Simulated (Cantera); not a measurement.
Input: 1 mol SiC, 0.24 mol H2, held at 85.0 Pa.

Method: chemical equilibrium by Gibbs-energy minimisation in Cantera with the NASA 1993 tables (ideal gas, pure condensed phases). Candidate condensed phases: C, C6H6, C7H8, C8H18, Si, SiC; 87 gas species. Gases not in the tables: Si2H6 and higher silanes. Kinetics and transport are ignored.

Task: Which condensed phases are stable at each of these points (T (K)): 1800, 1900, 2000, 2100, 2200, 2300, 2400, 2500, 2600, 2700, 2800, 2900, 3000?

Result: 
```csv
T (K),condensed phases,Si condensed (%)
1800,SiC(s),100.0
1900,SiC(s),100.0
2000,C(graphite) + SiC(s),99.9
2100,C(graphite) + SiC(s),99.6
2200,C(graphite) + SiC(s),98.4
2300,C(graphite) + SiC(s),92.7
2400,C(graphite) + SiC(s),38.0
2500,C(graphite),0.0
2600,C(graphite),0.0
2700,C(graphite),0.0
2800,C(graphite),0.0
2900,gas only,0.0
3000,gas only,0.0
```

From 1800 K to 1900 K the condensed part is SiC(s). From 2000 K to 2400 K the condensed part is C(graphite) + SiC(s). From 2500 K to 2800 K the condensed part is C(graphite). From 2900 K to 3000 K nothing is condensed.
